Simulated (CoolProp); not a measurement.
A single-stage vapour-compression cycle with CH2F2 (R32): evaporating at 247.15 K (dew point), condensing at 308.15 K (bubble point), superheat 10 K, subcooling 8 K, compressor efficiency 0.7, no pressure losses. Each further row changes one setting.

Computed with CoolProp (reference Helmholtz-energy equation of state, Tillner-Roth 1997).

```
case                              cooling COP  pressure ratio  discharge temperature (K)  refrigerating effect (kJ/kg)  volumetric capacity (kJ/m³)
--------------------------------  -----------  --------------  -------------------------  ----------------------------  ---------------------------
as stated                                2.16            6.81                      409.2                           268                         2270
evaporating temperature 252.15 K            …               …                      398.8                           271                         2750
condensing temperature 303.15 K          2.42            5.99                          …                           278                         2350
subcooling 13 K                          2.23            6.81                      409.2                           278                         2350
superheat 20 K                              …            6.81                      422.9                           278                         2230
compressor efficiency 0.6                   …            6.81                      427.4                           268                         2270
```

Question: Some entries are withheld; supply them.

Answer: 
- evaporating temperature 252.15 K, cooling COP: 2.45
- evaporating temperature 252.15 K, pressure ratio: 5.61
- condensing temperature 303.15 K, discharge temperature (K): 398.3
- superheat 20 K, cooling COP: 2.13
- compressor efficiency 0.6, cooling COP: 1.85
